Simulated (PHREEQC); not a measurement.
Consider water at 20 °C with 3.8 mmol/kgw K2SO4 and 0.042 mmol/kgw (CH3)4NF. Closed to the air; pH follows from the charge balance.

Computed with PHREEQC (ion-association model, phreeqc.dat).

Precipitation was switched off in this run.

Predict the pH, specific conductance.

pH 7.13; specific conductance 913 µS/cm.

In which forms is K present?

K+ 98 %, KSO4- 1.5 % of the K.

(CH3)4N+ isn't in the database: it is added as a free cation with an ion size of 4 Å.
